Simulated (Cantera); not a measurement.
# Counterflow diffusion flame

A counterflow diffusion flame at 1.30 bar, nozzles 20 mm apart: fuel side 35.0 % CH₄, 5.94 % C₂H₆, 42.0 % C₃H₈, 17.1 % N₂ at 323 K, oxidiser side 18.0 % O₂, 82.0 % N₂ at 625 K, fuel mass flux 1.5 times the oxidiser's; mixture-averaged transport, no radiation.

Model: GRI-Mech 3.0 (53 species, 325 reactions), integrated in Cantera. GRI-Mech 3.0 was tuned for natural gas; its chemistry of propane as a main component is partial and can be far from experiment. GRI-Mech 3.0 has no aromatics or soot, which form on the fuel side of real flames. The maximum strain rate includes the flame's own expansion and is several times the mean. A flux with no burning solution from the previous one only brackets extinction.

| oxidiser flux (kg/m²/s) | max strain (1/s) | mean strain (1/s) | T max (K) | peak x OH | peak x H | peak x NO | peak x CO | peak x C₂H₂ |
|---|---|---|---|---|---|---|---|---|
| 0.33 | 217 | 39.6 | 2016 | 0.00562 | 0.00307 | 0.000216 | 0.0456 | 0.0260 |
| 0.5 | 320 | 60.0 | 1994 | 0.00563 | 0.00332 | 0.000195 | 0.0459 | 0.0240 |
| 0.77 | 479 | 92.4 | 1971 | 0.00561 | 0.00358 | 0.000169 | 0.0465 | 0.0220 |
| 1.2 | 725 | 144 | 1944 | 0.00548 | 0.00381 | 0.000139 | 0.0473 | 0.0196 |
| 1.8 | 1060 | 216 | 1914 | 0.00522 | 0.00393 | 0.000106 | 0.0484 | 0.0171 |
| 2.8 | 1590 | 336 | 1870 | 0.00473 | 0.00386 | 6.84e-5 | 0.0502 | 0.0137 |
| 4.4 | 2410 | 528 | 1802 | 0.00382 | 0.00337 | 3.01e-5 | 0.0527 | 0.00905 |
x: mole fraction; the columns are a selection and need not sum to one.

At the next flux tried, 6.8 kg/m²/s, no burning solution was found from the previous one.
